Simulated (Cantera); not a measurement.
# Pyrogenic steam for wet oxidation

A perfectly stirred reactor is fed with H2 : O2 : N2 = 1.4 : 1 : 1.1 (molar parts), at 338 Torr; it is held at 1400 K, and followed from long to short residence time.

Cantera simulation using the H2/O2 subset of GRI-Mech 3.0, which has no nitrogen chemistry; the numbers are that mechanism's predictions, not measurements. The temperature is held fixed by assumption; the heat of reaction is taken as removed at once.

| τ (s) | x H2 | x O2 | x OH | x H2O | x HO2 | x O |
|---|---|---|---|---|---|---|
| 1.3 | 0.000135 | 0.107 | 0.000529 | 0.499 | 3.22e-6 | 2.74e-5 |
| 0.33 | 0.000337 | 0.107 | 0.000835 | 0.499 | 7.49e-6 | 7.03e-5 |
| 0.082 | 0.000851 | 0.107 | 0.00133 | 0.498 | 1.64e-5 | 0.000185 |
| 0.020 | 0.00215 | 0.107 | 0.00215 | 0.496 | 3.19e-5 | 0.000491 |
| 0.0051 | 0.00513 | 0.108 | 0.00344 | 0.490 | 5.12e-5 | 0.00125 |
| 0.0013 | 0.0118 | 0.110 | 0.00547 | 0.477 | 6.88e-5 | 0.00308 |
| 0.00032 | 0.0262 | 0.115 | 0.00860 | 0.447 | 8.06e-5 | 0.00739 |
x: mole fraction; the columns are a selection and need not sum to one.
